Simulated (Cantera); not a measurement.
A closed system holds: 1 mol Si3N4, a varied amount of HCl, equilibrated at 1948.15 K and 9.40 Pa.

Equilibrium computed with Cantera from the NASA thermochemical tables; the gas is ideal and each condensed phase is pure. Candidate condensed phases: NH4Cl, Si, Si3N4; 28 gas species. The tables' values for SiCl, SiCl3, SiN are old estimates; treat these amounts as uncertain. The numbers say what is thermodynamically allowed, not how fast it happens.

x: gas mole fraction; nothing condenses.

```json
[
 {"n(HCl) (mol)": "5.9", "x HCl": "0.186", "x N2": "0.213", "x H2": "0.195", "x SiCl2": "0.194", "x Cl": "0.0368", "x Si": "0.107", "x H": "0.0515", "x SiCl": "0.0167"},
 {"n(HCl) (mol)": "7.2", "x HCl": "0.229", "x N2": "0.189", "x H2": "0.200", "x SiCl2": "0.197", "x Cl": "0.0449", "x Si": "0.0726", "x H": "0.0522", "x SiCl": "0.0139"},
 {"n(HCl) (mol)": "8.7", "x HCl": "0.278", "x N2": "0.167", "x H2": "0.198", "x SiCl2": "0.191", "x Cl": "0.0546", "x Si": "0.0477", "x H": "0.0520", "x SiCl": "0.0111"},
 {"n(HCl) (mol)": "10", "x HCl": "0.316", "x N2": "0.151", "x H2": "0.193", "x SiCl2": "0.182", "x Cl": "0.0629", "x Si": "0.0342", "x H": "0.0513", "x SiCl": "0.00916"},
 {"n(HCl) (mol)": "13", "x HCl": "0.388", "x N2": "0.122", "x H2": "0.177", "x SiCl2": "0.158", "x Cl": "0.0806", "x Si": "0.0181", "x H": "0.0491", "x SiCl": "0.00621"},
 {"n(HCl) (mol)": "15", "x HCl": "0.425", "x N2": "0.108", "x H2": "0.168", "x SiCl2": "0.143", "x Cl": "0.0907", "x Si": "0.0129", "x H": "0.0478", "x SiCl": "0.00500"},
 {"n(HCl) (mol)": "19", "x HCl": "0.478", "x N2": "0.0871", "x H2": "0.152", "x SiCl2": "0.119", "x Cl": "0.107", "x Si": "0.00771", "x H": "0.0455", "x SiCl": "0.00352"},
 {"n(HCl) (mol)": "22", "x HCl": "0.506", "x N2": "0.0760", "x H2": "0.143", "x SiCl2": "0.105", "x Cl": "0.117", "x Si": "0.00573", "x H": "0.0442", "x SiCl": "0.00285"},
 {"n(HCl) (mol)": "27", "x HCl": "0.539", "x N2": "___", "x H2": "0.133", "x SiCl2": "___", "x Cl": "___", "x Si": "___", "x H": "0.0425", "x SiCl": "0.00214"},
 {"n(HCl) (mol)": "33", "x HCl": "0.565", "x N2": "___", "x H2": "0.124", "x SiCl2": "___", "x Cl": "0.140", "x Si": "___", "x H": "0.0411", "x SiCl": "0.00164"},
 {"n(HCl) (mol)": "40", "x HCl": "0.586", "x N2": "0.0430", "x H2": "0.117", "x SiCl2": "0.0609", "x Cl": "0.150", "x Si": "0.00202", "x H": "0.0399", "x SiCl": "0.00129"},
 {"n(HCl) (mol)": "48", "x HCl": "0.602", "x N2": "0.0360", "x H2": "0.111", "x SiCl2": "0.0512", "x Cl": "0.158", "x Si": "0.00153", "x H": "0.0390", "x SiCl": "0.00103"},
 {"n(HCl) (mol)": "58", "x HCl": "0.616", "x N2": "0.0299", "x H2": "0.107", "x SiCl2": "0.0426", "x Cl": "0.165", "x Si": "0.00117", "x H": "0.0381", "x SiCl": "0.000819"}
]
```

What belongs in the gaps?


- 33, x N2: 0.0518
- 33, x SiCl2: 0.0729
- 33, x Si: 0.00275
- 27, x N2: 0.0627
- 27, x SiCl2: 0.0877
- 27, x Cl: 0.129
- 27, x Si: 0.00389
